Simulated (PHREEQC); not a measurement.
## Metal-bearing waste water (model solution)

A solution holds 21 mmol/kgw CdCl2, 27 mmol/kgw CaCl2, 0.11 mmol/kgw H2SO4 and 9.2 mmol/kgw NaCl, at 25 °C. Closed to the air; pH follows from the charge balance.

All values are PHREEQC results (ion-association model, wateq4f.dat), not measurements.

Each row changes one thing in this solution. Precipitation was switched off in this run.

| case | pH | ionic strength (mol/kgw) | Cl- (mol/kgw) | CdCl+ (mol/kgw) | Cd+2 (mol/kgw) | CdCl2 (mol/kgw) | SI of CdOHCl (CdOHCl) | SI of Halite (NaCl) |
|---|---|---|---|---|---|---|---|---|
| as made | 3.75 | 0.118 | 0.0859 | 0.0134 | 0.00472 | 0.00271 | -3.74 | -4.92 |
| diluted 5-fold with water | 4.41 | 0.0263 | 0.0188 | 0.00200 | 0.00208 | 0.000114 | -3.85 | -6.18 |
| CaCl2 from 0.027 to 0.054 mol/kgw | 3.76 | 0.195 | 0.137 | 0.0134 | 0.00342 | 0.00389 | -3.75 | -4.76 |
| NaCl from 0.0092 to 0.00184 mol/kgw | 3.74 | 0.111 | 0.0791 | 0.0133 | 0.00501 | 0.00251 | -3.74 | -5.65 |
| CaCl2 left out | 3.73 | 0.0442 | 0.0364 | 0.0122 | 0.00751 | 0.00125 | -3.77 | -5.22 |
| 0.0004 mol/kgw LiF added | 3.85 | 0.118 | 0.0859 | 0.0134 | 0.00472 | 0.00271 | -3.63 | -4.92 |

Some of these states are supersaturated (in Fluorite, for instance).
